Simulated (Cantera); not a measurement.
Charge: 1 mol SiH4, 7.4 mol NH3, 0.13 mol H2, held at 0.0133 bar.

Cantera equilibrium calculation (NASA polynomials, part measured and part estimated; ideal gas, pure solids and liquids). Candidate condensed phases: Si, Si3N4; 18 gas species. Equilibrium is a limit: real reactors are often held back by kinetics, nucleation or transport. All values below are at 1248 K.

Base state: H2 0.813, N2 0.187 (mole fractions); condensed: Si3N4(s).

Problem. What changes in the equilibrium state with this change: SiH4 replaced by SiH2Cl2?

Solution. 
```csv
species,before,after
H2,0.813,0.691
N2,0.187,0.187
HCl,0,0.123
SiCl2,0,7.20e-5
SiCl4,0,4.75e-5
SiCl3,0,2.18e-5
"Si3N4(s), mol",0.333,0.333
```
The tables' values for SiCl3 are old estimates; treat these amounts as uncertain. Further candidate phases: NH4Cl.
